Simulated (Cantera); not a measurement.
Standard-state values (1 bar) from the NASA 1993 polynomials, evaluated with Cantera. Values are per mole of reaction as written; species without (g) are pure solids or liquids, kept so even where they would boil at 1 bar.

0.6667 Fe + Cl2(g) → 0.3333 Fe2Cl6(g)

```json
[
 {"T (K)": "300", "ΔH° (kJ)": "[?]", "ΔS° (J/K)": "[?]", "ΔG° (kJ)": "[?]", "log10 K": "[?]", "condensed phases": "Fe(α)"},
 {"T (K)": "748", "ΔH° (kJ)": "-216.6", "ΔS° (J/K)": "-58.6", "ΔG° (kJ)": "-172.7", "log10 K": "12.06", "condensed phases": "Fe(α)"},
 {"T (K)": "823", "ΔH° (kJ)": "-216.6", "ΔS° (J/K)": "-58.7", "ΔG° (kJ)": "-168.3", "log10 K": "10.68", "condensed phases": "Fe(α)"},
 {"T (K)": "898", "ΔH° (kJ)": "-216.9", "ΔS° (J/K)": "-59.0", "ΔG° (kJ)": "-163.9", "log10 K": "9.53", "condensed phases": "Fe(α)"},
 {"T (K)": "973", "ΔH° (kJ)": "-217.4", "ΔS° (J/K)": "-59.5", "ΔG° (kJ)": "-159.5", "log10 K": "8.56", "condensed phases": "Fe(α)"},
 {"T (K)": "1048", "ΔH° (kJ)": "[?]", "ΔS° (J/K)": "[?]", "ΔG° (kJ)": "[?]", "log10 K": "[?]", "condensed phases": "Fe(α)"},
 {"T (K)": "1123", "ΔH° (kJ)": "-219.8", "ΔS° (J/K)": "-61.8", "ΔG° (kJ)": "-150.4", "log10 K": "6.99", "condensed phases": "Fe(α)"},
 {"T (K)": "1198", "ΔH° (kJ)": "-220.5", "ΔS° (J/K)": "-62.4", "ΔG° (kJ)": "-145.7", "log10 K": "6.35", "condensed phases": "Fe(γ)"},
 {"T (K)": "1273", "ΔH° (kJ)": "-220.4", "ΔS° (J/K)": "-62.4", "ΔG° (kJ)": "-141.0", "log10 K": "5.79", "condensed phases": "Fe(γ)"},
 {"T (K)": "1348", "ΔH° (kJ)": "-220.4", "ΔS° (J/K)": "-62.4", "ΔG° (kJ)": "-136.4", "log10 K": "5.28", "condensed phases": "Fe(γ)"}
]
```

Q: Some entries are withheld; supply them.

A: 
- 300, ΔH° (kJ): -218.1
- 300, ΔS° (J/K): -62.3
- 300, ΔG° (kJ): -199.4
- 300, log10 K: 34.72
- 1048, ΔH° (kJ): -218.8
- 1048, ΔS° (J/K): -60.9
- 1048, ΔG° (kJ): -155.0
- 1048, log10 K: 7.72
